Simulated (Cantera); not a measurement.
A perfectly stirred reactor is fed with CO : H2 : O2 : N2 = 1 : 0.071 : 1.03 : 3.6 (molar parts), at 9.87 atm; it is adiabatic with a 323 K inlet, and is followed from long to short residence time, starting on the burning branch (τ in s: 0.12, 0.059, 0.028, 0.014, 0.0067, 0.0033, 0.0016, 0.00077, 0.00037, 0.00018, 8.8e-05, 4.3e-05).

Detailed kinetics in Cantera: GRI-Mech 3.0 (53 species, 325 reactions). The hydrogen kinetics of GRI-Mech 3.0 are dated; newer H2 mechanisms differ, most at raised pressure.

One state of this run: T (K) = 1878; x CO = 0.00104; x H2 = 1.05e-5; x O2 = 0.0960; x H2O2 = 5.28e-8; x NO = 0.000125; x N2O = 2.38e-6; x H = 3.16e-6. x: mole fraction; the columns are a selection and need not sum to one.

Which value of τ (s) does it belong to?
A. 8.8e-5
B. 0.00037
C. 0.028
D. 0.014

C, 0.028
